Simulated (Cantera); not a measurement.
# Adiabatic ignition

An adiabatic, constant-volume homogeneous reactor starts with 3.39 % CH₄, 8.57 % O₂, 88.0 % N₂, equivalence ratio 0.79, at 1725 K and 2.10 bar.

Cantera simulation using GRI-Mech 3.0 (53 species, 325 reactions); the numbers are that mechanism's predictions, not measurements.

| t (s) | T (K) | P (bar) | x CH₄ | x O₂ | x C₂H₄ | x HO₂ | x H₂O₂ | x C₂H₂ |
|---|---|---|---|---|---|---|---|---|
| 2.00e-6 | 1725 | 2.10 | 0.0339 | 0.0857 | 6.97e-11 | 5.03e-7 | 3.21e-9 | <1e-12 |
| 7.76e-6 | 1725 | 2.10 | 0.0338 | 0.0857 | 9.40e-9 | 1.78e-6 | 1.46e-8 | 6.74e-12 |
| 3.01e-5 | 1725 | 2.10 | 0.0337 | 0.0856 | 9.56e-7 | 4.63e-6 | 4.16e-8 | 2.89e-9 |
| 0.000117 | 1732 | 2.11 | 0.0312 | 0.0842 | 0.000190 | 2.51e-5 | 3.14e-7 | 4.11e-6 |
| 0.000453 | 2517 | 3.09 | <1e-12 | 0.0196 | <1e-12 | 2.76e-6 | 1.11e-7 | <1e-12 |
| 0.00176 | 2530 | 3.10 | <1e-12 | 0.0186 | <1e-12 | 2.63e-6 | 1.13e-7 | <1e-12 |
| 0.00682 | 2522 | 3.09 | <1e-12 | 0.0171 | <1e-12 | 2.42e-6 | 1.06e-7 | <1e-12 |
| 0.0265 | 2518 | 3.08 | <1e-12 | 0.0163 | <1e-12 | 2.31e-6 | 1.03e-7 | <1e-12 |
| 0.103 | 2518 | 3.08 | <1e-12 | 0.0162 | <1e-12 | 2.30e-6 | 1.03e-7 | <1e-12 |
| 0.399 | 2518 | 3.08 | <1e-12 | 0.0162 | <1e-12 | 2.30e-6 | 1.03e-7 | <1e-12 |
| 1.55 | 2518 | 3.08 | <1e-12 | 0.0162 | <1e-12 | 2.30e-6 | 1.03e-7 | <1e-12 |
| 6.00 | 2518 | 3.08 | <1e-12 | 0.0162 | <1e-12 | 2.30e-6 | 1.03e-7 | <1e-12 |
x: mole fraction; the columns are a selection and need not sum to one.

| Quantity | Value |
|---|---|
| time of steepest temperature rise | 0.180 ms |
| temperature at 6.00 s | 2518 K |
| equilibrium temperature | 2518 K |
| x(CH₄) at 6.00 s | <1e-12 (gas-phase equilibrium <1e-12) |
| x(O₂) at 6.00 s | 0.0162 (gas-phase equilibrium 0.0162) |
| x(C₂H₄) at 6.00 s | <1e-12 (gas-phase equilibrium <1e-12) |
